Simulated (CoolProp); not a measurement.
A simple Rankine cycle with propyne: condensing at 321.15 K, boiler at 4.4 MPa, turbine inlet 390.2 K, turbine efficiency 0.7, pump efficiency 0.7, no recuperator. Each further row changes one setting.

Model: reference Helmholtz-energy equation of state, Polt 1992, in CoolProp. This equation is an older, rougher fit; its heat capacities, sound speeds and derivatives of the liquid may be far off and weren't checked against measurements.

| case | thermal efficiency (%) | net work (kJ/kg) | heat in (kJ/kg) | turbine exit temperature (K) | volume ratio over the turbine |
|---|---|---|---|---|---|
| as stated | 8.8 | 38.8 | 440 | 321.1 | 4.78 |
| turbine inlet 410.2 K | 9.5 | 49.3 | 517 | 339.9 | 4.31 |
| condensing temperature 313.15 K | 9.9 | 45.6 | 460 | 313.2 | 5.87 |
| boiler pressure 3.08 MPa | (withheld) | (withheld) | (withheld) | (withheld) | 2.91 |
| turbine efficiency 0.6 | 7.3 | 32.1 | 440 | 321.1 | (withheld) |

**Question.** Fill in the missing entries.

**Answer.** 
- boiler pressure 3.08 MPa, thermal efficiency (%): 7.7
- boiler pressure 3.08 MPa, net work (kJ/kg): 39.0
- boiler pressure 3.08 MPa, heat in (kJ/kg): 509
- boiler pressure 3.08 MPa, turbine exit temperature (K): 340.7
- turbine efficiency 0.6, volume ratio over the turbine: 4.85

The expansion ends wet for: as stated; condensing temperature 313.15 K; turbine efficiency 0.6.
